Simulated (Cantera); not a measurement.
An isothermal, constant-pressure homogeneous reactor starts with 0.276 % CH4, 0.361 % O2, 99.4 % N2, equivalence ratio 1.5, at 1325 K and 1.01 bar.

Cantera simulation using GRI-Mech 3.0 (53 species, 325 reactions); the numbers are that mechanism's predictions, not measurements.

One state of this run: x CH4 = 3.05e-5; x O2 = <1e-12; x H2 = 0.00210; x NO = 5.43e-8; x CH2 = <1e-12; x N2O = 1.30e-12; x CH2O = 2.96e-10. x: mole fraction; the columns are a selection and need not sum to one.

**Question.** Which value of t (s) does it belong to?
A. 0.0854
B. 0.00643
C. 200
D. 1.13

**Answer.** C, 200
